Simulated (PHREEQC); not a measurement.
**Hard or scaling water**

Solution (25 °C): 0.00082 mol CaSO4, 0.13 mol Na2HPO4 and 0.21 mol KCl per kg of water. Closed to the air; pH follows from the charge balance.

Model: ion-association model, phreeqc.dat, run in PHREEQC.

This is a speciation only: nothing precipitates in the calculation.

Question: Estimate the pH, density, ionic strength.

Answer: pH 8.79; density 1.023 g/cm³; ionic strength 0.560 mol/kgw.

Question: In which forms is S present?

Answer: SO4-2 66 %, KSO4- 17 %, NaSO4- 17 % of the S.

The solution is supersaturated, for example in Hydroxyapatite, so a real one may precipitate; this is no full list.
